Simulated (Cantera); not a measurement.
Input: 1 mol Si3N4, 0.0078 mol O2, 1.1 mol N2, 3.8 mol N2O, equilibrated at 925 °C and 5.40 mbar.

Method: chemical equilibrium by Gibbs-energy minimisation in Cantera with the NASA 1993 tables (ideal gas, pure condensed phases). Candidate condensed phases: Si, SiO2, Si2N2O, Si3N4; 16 gas species. Mutual solubility and eutectic melting of coexisting phases are not modelled. The tables hold silica as quartz up to 1696 K and as liquid above; real silica turns to tridymite and cristobalite and melts near 1996 K. The numbers say what is thermodynamically allowed, not how fast it happens.

Base state: N2 1.00 (mole fractions); condensed: SiO2(β-quartz) + Si2N2O(s).

What changes in the equilibrium state with this change: temperature from 925 °C to 1627 °C?


```
species                before  after
--------------------  -------  -----
N2                       1.00  0.760
SiO                   8.78e-8  0.240
SiO2(β-quartz), mol      1.54      0
Si2N2O(s), mol          0.728      0
SiO2(condensed), mol        0  0.816
```
